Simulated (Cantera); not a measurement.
Cantera run:

```python
import numpy as np
import cantera as ct

gas_names = """
    Hg N NO NO2 NO3 N2 N2O O O2 O3
""".split()
cond_names = """
    Hg(cr) Hg(L) HgO(s)
""".split()


# ... load() reads the species with a 1 bar reference pressure and builds the phases ...
atoms = {
    'HgO': {'Hg': 1, 'O': 1},
    'N2': {'N': 2},
}
top_T = {}  # K; cautious upper limits of use, not melting points


# ... equilibrate(T, P, feed) seeds the gas with the atoms and calls Mixture.equilibrate('TP', solver="vcs", rtol=1e-11, max_steps=5000) ...
results = []
T = 748.15  # K
P = 16  # Pa
for m in [1.7, 3.3, 6.5, 13, 25, 49, 96]:
    feed = {'HgO': 1, 'N2': m}  # mol
    mix = equilibrate(T, P, feed)
    results.append((T, P, feed, dict(zip(mix.species_names, mix.species_moles))))

top = {s: max(r[3][s] / sum(r[3][g] for g in gas_names) for r in results) for s in gas_names}
cols = sorted((s for s in top if top[s] > 0.001), key=lambda s: -top[s])[:6]
seen = [c for c in cond_names if any(r[3].get(c, 0) > 1e-12 for r in results)]
print("log10 of partial pressures in bar; condensed amounts in mol")
print(f"{'n(N2)':>10s}" + "".join(f"{s[:9]:>10s}" for s in cols + seen))
for T, P, feed, n in results:
    ng = sum(n[g] for g in gas_names)
    print(f"{feed['N2']:10.4g}" + "".join(f"{np.log10(max(n[s] / ng * P / 1e5, 1e-99)):10.3f}" for s in cols)
          + "".join(f"{n.get(c, 0):10.4g}" for c in seen))
```

Result:

```
log10 of partial pressures in bar; condensed amounts in mol
     n(N2)        N2        Hg        O2
       1.7    -4.071    -4.301    -4.602
       3.3    -3.959    -4.477    -4.778
       6.5    -3.886    -4.699    -5.000
        13    -3.843    -4.957    -5.258
        25    -3.821    -5.219    -5.520
        49    -3.809    -5.499    -5.800
        96    -3.803    -5.785    -6.086
```

Equilibrium computed with Cantera from the NASA thermochemical tables; the gas is ideal and each condensed phase is pure.
